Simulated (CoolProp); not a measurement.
Ammonia along the isotherm 440.6 K: fugacity coefficient from the reference equation and from simpler models built on Tc = 405.6 K, pc = 113.6 bar, ω = 0.256; each cubic takes its own stable root.

Computed with CoolProp (reference Helmholtz-energy equation of state, Gao 2020).

| p (bar) | phase | reference | van der Waals | Peng-Robinson |
|---|---|---|---|---|
| 111 | gas | 0.7467 | 0.7655 | 0.7396 |
| 222 | supercritical | 0.5246 | 0.5427 | 0.5317 |
| 333 | supercritical | 0.4042 | 0.4446 | 0.4225 |
| 444 | supercritical | 0.3433 | 0.4017 | 0.3670 |
| 556 | supercritical | 0.3081 | 0.3830 | 0.3354 |
| 667 | supercritical | 0.2866 | 0.3779 | 0.3171 |
| 778 | supercritical | 0.2732 | 0.3816 | 0.3065 |
| 889 | supercritical | 0.2649 | 0.3917 | 0.3011 |
| 1000 | supercritical | 0.2603 | 0.4071 | 0.2995 |
